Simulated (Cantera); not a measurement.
Transport properties of process gases

Gas mixture: C2H4 : H2O : CO : H2 = 0.12 : 0.52 : 0.49 : 0.74 (molar parts), at 100000 Pa, frozen composition.

Cantera's kinetic-theory transport with the Lennard-Jones parameters of GRI-Mech 3.0, ideal gas; thermal conductivity in the multicomponent form. Polar gases are described roughly by these parameters. The composition is frozen, though it would react at the higher temperatures.

```csv
T (K),ρ (kg/m³),cp (J/kg/K),μ (µPa s),λ (mW/m/K),Pr,D (cm²/s) CH4,D (cm²/s) NH3,D (cm²/s) CO2
400,0.449,2154,17.2,82.6,0.448,0.519,0.504,0.383
650,0.277,2322,25.8,125,0.481,1.23,1.27,0.931
900,0.200,2490,33.4,166,0.501,2.16,2.31,1.65
1150,0.156,2644,40.4,208,0.514,3.29,3.58,2.52
1400,0.128,2777,46.9,249,0.522,4.58,5.07,3.53
1650,0.109,2889,52.9,290,0.527,6.03,6.74,4.66
```
D: mixture-averaged diffusion coefficient of that species in the mixture.
